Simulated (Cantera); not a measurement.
Adiabatic ignition

An adiabatic, constant-pressure homogeneous reactor starts with 6.31 % CH4, 0.442 % C2H6, 16.7 % O2, 62.7 % N2, 13.9 % H2O, equivalence ratio 0.85, at 1173 K and 18.0 bar.

Model: GRI-Mech 3.0 (53 species, 325 reactions), integrated in Cantera. The pressure lies above the range GRI-Mech 3.0 was tuned for (to about 10 atm).

| t (s) | T (K) | x CH4 | x C2H6 | x O2 | x HCO | x CO | x N2O |
|---|---|---|---|---|---|---|---|
| 3.00e-6 | 1173 | 0.0631 | 0.00442 | 0.167 | <1e-12 | <1e-12 | <1e-12 |
| 7.44e-6 | 1173 | 0.0631 | 0.00442 | 0.167 | <1e-12 | 1.34e-12 | <1e-12 |
| 1.85e-5 | 1173 | 0.0631 | 0.00442 | 0.167 | <1e-12 | 2.06e-11 | <1e-12 |
| 4.58e-5 | 1173 | 0.0631 | 0.00442 | 0.167 | <1e-12 | 3.26e-10 | <1e-12 |
| 0.000114 | 1173 | 0.0631 | 0.00442 | 0.167 | <1e-12 | 6.36e-9 | 6.67e-12 |
| 0.000282 | 1173 | 0.0631 | 0.00441 | 0.167 | 1.40e-11 | 3.06e-7 | 6.63e-11 |
| 0.000698 | 1177 | 0.0626 | 0.00425 | 0.166 | 1.10e-9 | 5.01e-5 | 7.06e-10 |
| 0.00173 | 2482 | <1e-12 | <1e-12 | 0.0253 | 2.30e-9 | 0.00339 | 1.33e-6 |
| 0.00430 | 2476 | <1e-12 | <1e-12 | 0.0239 | 2.26e-9 | 0.00339 | 1.32e-6 |
| 0.0107 | 2472 | <1e-12 | <1e-12 | 0.0228 | 2.24e-9 | 0.00339 | 1.33e-6 |
| 0.0264 | 2472 | <1e-12 | <1e-12 | 0.0227 | 2.24e-9 | 0.00339 | 1.33e-6 |
| 0.0655 | 2472 | <1e-12 | <1e-12 | 0.0227 | 2.24e-9 | 0.00339 | 1.33e-6 |
| 0.163 | 2472 | <1e-12 | <1e-12 | 0.0227 | 2.24e-9 | 0.00339 | 1.33e-6 |
| 0.403 | 2472 | <1e-12 | <1e-12 | 0.0227 | 2.24e-9 | 0.00339 | 1.33e-6 |
| 1.00 | 2472 | <1e-12 | <1e-12 | 0.0227 | 2.24e-9 | 0.00339 | 1.33e-6 |
x: mole fraction; the columns are a selection and need not sum to one.

```json
{
 "time_of_steepest_temperature_rise": "1.25 ms",
 "temperature at 1.00 s": "2472 K",
 "equilibrium_temperature": "2472 K",
 "x(CH4) at 1.00 s": "<1e-12 (gas-phase equilibrium <1e-12)",
 "x(C2H6) at 1.00 s": "<1e-12 (gas-phase equilibrium <1e-12)",
 "x(O2) at 1.00 s": "0.0227 (gas-phase equilibrium 0.0227)"
}
```
